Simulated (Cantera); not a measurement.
A Cantera script and its output.

```python
import numpy as np
import cantera as ct

gas = ct.Solution("h2o2.yaml")
gas.TPX = 523, 100000, {'H2': 1, 'O2': 0.658, 'N2': 2.04}
flame = ct.FreeFlame(gas, width=0.04)
flame.set_refine_criteria(ratio=3, slope=0.08, curve=0.16)
flame.transport_model = "mixture-averaged"
flame.solve(loglevel=0, auto=True)
z, T = flame.grid, flame.T
thick = (T[-1] - T[0]) / np.gradient(T, z).max()
show = ['H2', 'O2', 'H', 'HO2', 'H2O2', 'H2O']
print(f"laminar burning velocity  {flame.velocity[0] * 100:.3f} cm/s")
print(f"burnt temperature         {T[-1]:.1f} K")
print(f"thermal thickness         {thick * 1e3:.4f} mm")
print(f"grid points               {len(z)}")
z0 = z[flame.heat_release_rate.argmax()]
print(f"{'z/mm':>9s}{'T/K':>9s}{'u/(m/s)':>9s}" + "".join(f"{s:>11s}" for s in show))
rows = []
for k in (-3, -2, -1.5, -1, -0.5, -0.25, 0, 0.25, 0.5, 1, 2, 4, 8):
    zz = z0 + k * thick
    rows.append([k * thick, np.interp(zz, z, T), np.interp(zz, z, flame.velocity),
                 *(np.interp(zz, z, flame.X[gas.species_index(s)]) for s in show)])
    print(f"{rows[-1][0] * 1e3:9.3f}{rows[-1][1]:9.1f}{rows[-1][2]:9.3f}" + "".join(f"{x:11.3e}" for x in rows[-1][3:]))
```

It prints:

```
laminar burning velocity  542.829 cm/s
burnt temperature         2406.4 K
thermal thickness         0.4016 mm
grid points               126
     z/mm      T/K  u/(m/s)         H2         O2          H        HO2       H2O2        H2O
   -1.205    523.0    5.428  2.704e-01  1.779e-01  4.414e-16  6.786e-13  4.241e-15  1.825e-12
   -0.803    523.0    5.428  2.704e-01  1.779e-01  2.404e-14  3.353e-11  2.118e-13  7.622e-11
   -0.602    523.0    5.428  2.704e-01  1.779e-01  1.970e-12  1.755e-09  1.183e-11  3.048e-09
   -0.402    523.0    5.428  2.703e-01  1.780e-01  1.336e-09  1.661e-07  1.238e-09  2.093e-07
   -0.201    536.6    5.531  2.645e-01  1.789e-01  4.262e-05  2.013e-04  4.797e-06  4.889e-04
   -0.100    757.7    7.587  2.276e-01  1.757e-01  3.896e-03  2.825e-04  3.259e-05  1.948e-02
    0.000   1210.9   11.698  1.301e-01  1.387e-01  2.671e-02  1.220e-04  9.063e-06  1.046e-01
    0.100   1540.3   14.701  5.078e-02  8.251e-02  4.185e-02  6.101e-05  4.019e-06  2.000e-01
    0.201   1706.6   16.181  3.209e-02  6.451e-02  3.782e-02  3.993e-05  2.140e-06  2.293e-01
    0.402   1878.2   17.632  2.725e-02  5.836e-02  2.708e-02  2.718e-05  1.084e-06  2.437e-01
    0.803   2046.0   18.992  2.273e-02  5.470e-02  1.674e-02  1.757e-05  6.152e-07  2.574e-01
    1.606   2193.5   20.144  1.680e-02  5.184e-02  8.948e-03  1.087e-05  4.123e-07  2.715e-01
    3.213   2309.6   21.025  1.080e-02  4.996e-02  4.056e-03  7.336e-06  3.311e-07  2.844e-01
```

Model: the H2/O2 subset of GRI-Mech 3.0, which has no nitrogen chemistry, integrated in Cantera. Burning velocities carry a grid error of a few per cent, more on coarse grids.
